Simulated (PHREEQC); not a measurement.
Solution A (0.0088 mol NaHCO3 and 0.00022 mol Na2B4O7 per kg of water) is mixed with solution B (0.0072 mol HF, 0.00015 mol H2SiF6, 5e-05 mol HBF4 and 0.23 mol HCl per kg of water) at 25 °C; shares are by mass of water, 1 kg in all. Oxygen alone is held at its pressure in air (log pO2 = -0.68). No CO2 enters from the air. Only these solids could form: Quartz, Halite.

All values are PHREEQC results (ion-association model, phreeqc.dat), not measurements.

Question: Predict HCO3- (mol/kgw), H3BO3 (mol/kgw) at share of solution B = 0.9, 0.95.

Answer: 
| share of solution B | HCO3- (mol/kgw) | H3BO3 (mol/kgw) |
|---|---|---|
| 0.9 | 3.33e-9 | 7.28e-5 |
| 0.95 | 1.59e-9 | 4.58e-5 |

Species that the database lacks are ignored. SiF6-2 is the database's only silicon fluoride. Real BF4- forms and hydrolyses slowly; the run takes it at equilibrium.
